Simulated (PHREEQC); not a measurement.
Dissolve 0.014 mol TMAH, 0.00054 mol K2SiO3 and 4.2e-05 mol K3PO4 per kg of water at 30 °C. Closed to the air; pH follows from the charge balance.

All values are PHREEQC results (ion-association model, wateq4f.dat), not measurements.

Precipitation was switched off in this run.

Problem. Order these Si species by the share of Si that they hold, largest first: H2SiO4-2, H3SiO4-, H4SiO4.

Solution. H3SiO4- (89 %), H2SiO4-2 (10 %), H4SiO4 (0.51 %)

The pH is 11.95 and the ionic strength 0.0153 mol/kgw. (CH3)4N+ isn't in the database: it is added as a free cation with an ion size of 4 Å. H3PO4, which wateq4f.dat lacks, is added to it with the constant of phreeqc.dat.
